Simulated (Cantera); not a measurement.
A jet of H2 : O2 : N2 = 0.021 : 0.14 : 0.79 (molar parts) at 300 K and 69.0 Torr hits a platinum plate 6.6 cm away at a mass flux of 0.056 kg/m²/s; the plate temperature is set and raised in steps from an oxygen-covered start.

Detailed kinetics in Cantera: Deutschmann's 1995 Pt surface mechanism with GRI-Mech 3.0 gas chemistry. Catalytic surfaces can have several steady states; this one follows from the mechanism file's or the stated starting coverage.

x: mole fraction at the wall; θ: surface coverage.

```csv
plate T (K),wall x H2,wall x O2,wall x H2O,wall x OH,θ free Pt,θ O*,θ OH*
700,0.00246,0.126,0.0378,<1e-8,0.0426,0.955,0.00235
750,?,0.126,0.0386,<1e-8,?,0.940,0.00200
800,0.00132,0.125,0.0395,<1e-8,0.0903,0.908,0.00186
850,0.000917,0.125,0.0401,1.42e-8,0.137,0.862,0.00174
900,0.000681,0.125,0.0403,4.33e-8,0.193,0.806,0.00160
950,?,0.125,0.0404,?,?,0.743,?
```

Q: Complete the blanks.

A: 
- 750, wall x H2: 0.00191
- 750, θ free Pt: 0.0583
- 950, wall x H2: 0.000534
- 950, wall x OH: 1.19e-7
- 950, θ free Pt: 0.255
- 950, θ OH*: 0.00144
